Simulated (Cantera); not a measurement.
Charge: 1 mol H2S, 0.09 mol H2O, equilibrated at 750 °C.

Cantera equilibrium calculation (NASA polynomials, part measured and part estimated; ideal gas, pure solids and liquids). Candidate condensed phases: H2O, H2SO4, S; 19 gas species. The ideal-gas law is rough above about 30 bar. Gases not in the tables: S3 to S7. Rates play no part.

log p: log10 of the partial pressure in bar; nothing condenses.

| P (Pa) | log p H2S | log p H2 | log p S2 | log p H2O | log p SH |
|---|---|---|---|---|---|
| 10 | -4.62 | -4.33 | -4.63 | -5.20 | … |
| 84 | -3.45 | -3.55 | -3.85 | -4.24 | … |
| 710 | -2.36 | -2.83 | -3.13 | -3.28 | … |
| 6000 | -1.35 | -2.15 | -2.45 | -2.33 | … |
| 50000 | -0.38 | -1.51 | -1.81 | -1.40 | … |
| 420000 | 0.56 | -0.87 | -1.18 | -0.47 | … |
| 3600000 | 1.51 | -0.25 | -0.55 | 0.47 | … |
| 30000000 | 2.43 | 0.37 | 0.07 | 1.39 | … |

Task: Some entries are withheld; supply them.

Result: 
- 10, log p SH: -7.48
- 84, log p SH: -6.70
- 710, log p SH: -5.97
- 6000, log p SH: -5.30
- 50000, log p SH: -4.66
- 420000, log p SH: -4.02
- 3600000, log p SH: -3.39
- 30000000, log p SH: -2.78
